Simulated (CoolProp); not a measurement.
Vapour-liquid equilibrium of methanol (1) + toluene (2) at 342.5 K; x and y are mole fractions of (1).

The numbers come from the multi-fluid Helmholtz-energy mixture model, de Reuck 1993 and Lemmon 2006; pair parameters Bell 2016 in CoolProp.

**Question.** Give the bubble pressure and the first vapour's composition at x = 0.125, 0.2, 0.275. Is there an azeotrope?

**Answer.** x = 0.125: 0.9656 bar, y = 0.734; x = 0.2: 1.097 bar, y = 0.770; x = 0.275: 1.146 bar, y = 0.782. y crosses x between x = 0.875 and 0.95: the model has an azeotrope there.

The pair parameters rest on a limited set of measurements; away from them the model extrapolates. With so large a gap from Raoult's law the liquid may split in two, which this calculation doesn't test in full.
